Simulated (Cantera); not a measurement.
Cantera run:

```python
import numpy as np
import cantera as ct

gas_names = [...]  # 109 gases of nasa_gas.yaml made of C, Cl, H, Si
cond_names = """
    C(gr) C6H6(L) C7H8(L) C8H18(L),n-octa Si(cr) Si(L) SiC(b)
""".split()


# ... load() reads the species with a 1 bar reference pressure and builds the phases ...
atoms = {
    'SiCl4': {'Si': 1, 'CL': 4},
    'C3H8': {'C': 3, 'H': 8},
    'H2': {'H': 2},
}
top_T = {'C(gr)': 4500, 'SiC(b)': 3050}  # K; cautious upper limits of use, not melting points


# ... equilibrate(T, P, feed) seeds the gas with the atoms and calls Mixture.equilibrate('TP', solver="vcs", rtol=1e-11, max_steps=5000) ...
results = []
T = 2098  # K
P = 290  # Pa
for m in [170, 230, 310, 410, 550, 730, 980]:
    feed = {'SiCl4': 1, 'C3H8': 0.018, 'H2': m}  # mol
    mix = equilibrate(T, P, feed)
    results.append((T, P, feed, dict(zip(mix.species_names, mix.species_moles))))
    x = sorted(zip(gas.X, gas.species_names), reverse=True)
    print(f"T = {T:g} K  P = {P:g} Pa  n(H2) = {m:g} mol  gas = {mix.phase_moles(0):.4g} mol")
    print("   x: " + "  ".join(f"{s} {v:.3e}" for v, s in x if v > 0.0001))
    print("   condensed (mol): " + ("  ".join(f"{mix.phase(i).name} {mix.phase_moles(i):.4g}"
          for i in range(1, mix.n_phases) if mix.phase_moles(i) > 1e-12) or "none"))
```

Output:

```
T = 2098 K  P = 290 Pa  n(H2) = 170 mol  gas = 178 mol
   x: H2 9.175e-01  H 5.474e-02  HCL 2.120e-02  Si 5.036e-03  CL 9.307e-04  SiH 1.415e-04  SiCL2 1.175e-04  SiCL 1.137e-04
   condensed (mol): none
T = 2098 K  P = 290 Pa  n(H2) = 230 mol  gas = 239.7 mol
   x: H2 9.243e-01  H 5.494e-02  HCL 1.583e-02  Si 3.830e-03  CL 6.926e-04  SiH 1.080e-04
   condensed (mol): none
T = 2098 K  P = 290 Pa  n(H2) = 310 mol  gas = 322 mol
   x: H2 9.294e-01  H 5.509e-02  HCL 1.183e-02  Si 2.899e-03  CL 5.161e-04
   condensed (mol): none
T = 2098 K  P = 290 Pa  n(H2) = 410 mol  gas = 424.8 mol
   x: H2 9.330e-01  H 5.520e-02  HCL 8.984e-03  Si 2.221e-03  CL 3.912e-04
   condensed (mol): none
T = 2098 K  P = 290 Pa  n(H2) = 550 mol  gas = 568.9 mol
   x: H2 9.359e-01  H 5.528e-02  HCL 6.720e-03  Si 1.672e-03  CL 2.922e-04
   condensed (mol): none
T = 2098 K  P = 290 Pa  n(H2) = 730 mol  gas = 754 mol
   x: H2 9.380e-01  H 5.534e-02  HCL 5.075e-03  Si 1.268e-03  CL 2.204e-04
   condensed (mol): none
T = 2098 K  P = 290 Pa  n(H2) = 980 mol  gas = 1011 mol
   x: H2 9.396e-01  H 5.539e-02  HCL 3.786e-03  Si 9.494e-04  CL 1.643e-04
   condensed (mol): none
```

Method: chemical equilibrium by Gibbs-energy minimisation in Cantera with the NASA 1993 tables (ideal gas, pure condensed phases). The tables' values for SiCl are old estimates; treat these amounts as uncertain. Gases not in the tables: Si2H6 and higher silanes.
